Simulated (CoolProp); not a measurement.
Computed with CoolProp (reference Helmholtz-energy equation of state, Lemmon 2013).

Task: Give the vapour pressure (kPa), liquid density (kg/m³), enthalpy of vaporisation (kJ/kg), liquid cp (kJ/(kg K)) of saturated propylene at -7.45, -1.85, 0.05 °C.

Result: 
| T (°C) | p (kPa) | liquid density (kg/m³) | enthalpy of vaporisation (kJ/kg) | liquid cp (kJ/(kg K)) |
|---|---|---|---|---|
| -7.45 | 465 | 557 | 389 | 2.39 |
| -1.85 | 552 | 549 | 380 | 2.43 |
| 0.05 | 585 | 546 | 378 | 2.44 |
